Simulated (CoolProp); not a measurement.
Saturated liquid density (kg/m³) of R115: the reference equation beside estimates from Tc = 353.1 K, pc = 3129 kPa, ω = 0.248. Rackett uses Z = 0.29056 − 0.08775 ω.

Computed with CoolProp (reference Helmholtz-energy equation of state, Lemmon 2016).

```
T (K)  reference  Rackett  van der Waals  Soave-Redlich-Kwong  Peng-Robinson
-----  ---------  -------  -------------  -------------------  -------------
251.9       1482     1536          928.6                 1397           1583
259.5       1453     1505          910.1                 1365           1548
267.1       1423     1473          890.8                 1332           1510
274.7       1392     1440          870.5                 1296           1470
282.2       1360     1406          849.3                 1258           1428
289.8       1326     1369          826.7                 1217           1381
297.4       1290     1330          802.5                 1172           1331
304.9       1252     1289          776.9                 1125           1276
312.5       1210     1244          748.8                 1072           1215
320.1       1163     1194          717.8                 1013           1147
327.6       1111     1139          683.6                947.8           1071
335.2       1050     1073          643.2                870.6          979.8
342.8      970.1    988.6          593.1                775.3          867.0
```

Absolute difference from the reference over all 13 rows, mean and median: Rackett 3.0 and 3.1 %, van der Waals 37.9 and 37.8 %, Soave-Redlich-Kwong 10.5 and 9.1 %, Peng-Robinson 4.8 and 5.0 %.
